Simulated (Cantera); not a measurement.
Feed: 1 mol Si, 0.028 mol H2O, 20 mol H2, at 1948 K and 2.00 bar.

These are equilibrium values from Cantera (NASA tables, ideal gas, pure condensed phases), not measurements of a reactor. Candidate condensed phases: H2O, Si, SiO2; 18 gas species. Gases not in the tables: Si2H6 and higher silanes. Kinetics and transport are ignored.

Base state: H2 0.998, SiO 0.00139, H 0.000798, SiH2 7.82e-5, SiH 1.26e-5, Si 1.16e-5 (mole fractions); condensed: Si(l).

Problem. What changes in the equilibrium state with this change: H2O from 0.028 to 0.37 mol?

Solution. 
```tsv
species	before	after
H2	0.998	0.981
SiO	0.00139	0.0178
H	0.000798	0.000792
H2O	2.20e-6	2.77e-5
SiH2	7.82e-5	7.69e-5
SiH	1.26e-5	1.25e-5
Si	1.16e-5	1.16e-5
Si(l), mol	0.970	0.628
```

Problem. What changes in the equilibrium state with this change: Si replaced by Cu?

Solution. 
```csv
species,before,after
H2,0.998,0.996
H2O,2.20e-6,0.00140
Cu,0,0.00131
SiO,0.00139,0
SiH2,7.82e-5,0
SiH,1.26e-5,0
Si,1.16e-5,0
H,0.000798,0.000798
"Si(l), mol",0.970,0
"Cu(l), mol",0,0.974
```
Further candidate phases: Cu, CuO, Cu(OH)2, Cu2O.
